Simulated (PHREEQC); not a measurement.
Dissolve 0.873 mmol/kgw NaH2PO4, 13 mmol/kgw Na2HPO4 and 68 mmol/kgw KCl at 20 °C. Closed to the air; pH follows from the charge balance.

All values are PHREEQC results (ion-association model, wateq4f.dat), not measurements.

No solid was allowed to form.

**Question.** Order these P species by the share of P that they hold, largest first: H2PO4-, KHPO4-, NaHPO4-, HPO4-2.

**Answer.** HPO4-2 (88 %), H2PO4- (6.3 %), KHPO4- (4.2 %), NaHPO4- (1.7 %)

The pH is 8.04 and the ionic strength 0.106 mol/kgw. H3PO4, which wateq4f.dat lacks, is added to it with the constant of phreeqc.dat.
